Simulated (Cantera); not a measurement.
Feed: 1 mol CaO, 29 mol HF, 43 mol N₂, equilibrated at 1275 °C.

Method: chemical equilibrium by Gibbs-energy minimisation in Cantera with the NASA 1993 tables (ideal gas, pure condensed phases). Candidate condensed phases: Ca, CaF₂, CaO, Ca(OH)₂, H₂O; 47 gas species. Kinetics and transport are ignored.

**Question.** Which condensed phases are stable at each of these points (P (Pa)): 1, 6.80, 46, 320, 2200, 15000, 100000?

**Answer.** 
```
P (Pa)  condensed phases  Ca condensed (%)
------  ----------------  ----------------
1               gas only               0.0
6.80            gas only               0.0
46               CaF₂(s)               8.6
320              CaF₂(s)              87.0
2200             CaF₂(s)              98.1
15000            CaF₂(s)              99.7
100000           CaF₂(s)             100.0
```

From 1.00 Pa to 6.80 Pa nothing is condensed. From 46.0 Pa to 1.00 bar the condensed part is CaF₂(s).
